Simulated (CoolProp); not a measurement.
A simple Rankine cycle with R141b: condensing at 319.15 K, boiler at 3.17 MPa, turbine inlet 473.4 K, turbine efficiency 0.8, pump efficiency 0.7, no recuperator. Each further row changes one setting.

Computed with CoolProp (reference Helmholtz-energy equation of state, Lemmon 2006). It is a short technical equation, of lower accuracy than the large ones.

| case | thermal efficiency (%) | net work (kJ/kg) | heat in (kJ/kg) | turbine exit temperature (K) | volume ratio over the turbine |
|---|---|---|---|---|---|
| as stated | 17.7 | 55.0 | 311 | 366.6 | 22.7 |
| turbine inlet 493.4 K | 17.9 | 60.4 | 338 | 390.9 | 21.0 |
| condensing temperature 311.15 K | 18.7 | 60.0 | 321 | 360.1 | 29.1 |
| boiler pressure 2.22 MPa | 16.4 | 54.1 | 330 | 388.2 | 14.0 |
| turbine efficiency 0.7 | 15.3 | 47.7 | 311 | 375.0 | 23.3 |
